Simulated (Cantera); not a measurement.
Feed: 1 mol B, 5.6 mol H2O, at 1723 K and 6.20 mbar.

Equilibrium computed with Cantera from the NASA thermochemical tables; the gas is ideal and each condensed phase is pure. Candidate condensed phases: B, B2O3, B3O3H3, H2O; 23 gas species. The numbers say what is thermodynamically allowed, not how fast it happens.

Base state: H2O 0.592, H2 0.245, HBO2 0.158, B2O3 0.00267, H 0.00115, OH 0.000152, HBO 0.000119, BO2 4.95e-5 (mole fractions); condensed: gas only.

Q: What changes in the equilibrium state with this change: pressure from 6.20 mbar to 10.0 mbar?

A: 
| species | before | after |
|---|---|---|
| H2O | 0.592 | 0.593 |
| H2 | 0.245 | 0.245 |
| HBO2 | 0.158 | 0.158 |
| H | 0.00115 | 0.000903 |
| OH | 0.000152 | 0.000120 |
| BO2 | 4.95e-5 | 3.89e-5 |
| BO | 1.08e-5 | 8.54e-6 |

Q: What changes in the equilibrium state with this change: pressure from 6.20 mbar to 14.0 Pa?

A: 
```json
[
 {"species": "H2O", "before": "0.592", "after": "0.589"},
 {"species": "H2", "before": "0.245", "after": "0.242"},
 {"species": "HBO2", "before": "0.158", "after": "0.157"},
 {"species": "H", "before": "0.00115", "after": "0.00758"},
 {"species": "O2", "before": "6.11e-7", "after": "2.75e-5"},
 {"species": "O", "before": "5.64e-7", "after": "2.52e-5"},
 {"species": "OH", "before": "0.000152", "after": "0.00101"}
]
```

Q: What changes in the equilibrium state with this change: pressure from 6.20 mbar to 0.133 bar?

A: 
| species | before | after |
|---|---|---|
| H2O | 0.592 | 0.593 |
| H2 | 0.245 | 0.246 |
| HBO2 | 0.158 | 0.158 |
| H | 0.00115 | 0.000248 |
| (HBO2)3 | 1.81e-7 | 8.37e-5 |
| BO2 | 4.95e-5 | 1.06e-5 |
| BO | 1.08e-5 | 2.34e-6 |
| OH | 0.000152 | 3.27e-5 |
| B2O3 | 0.00267 | 0.00266 |
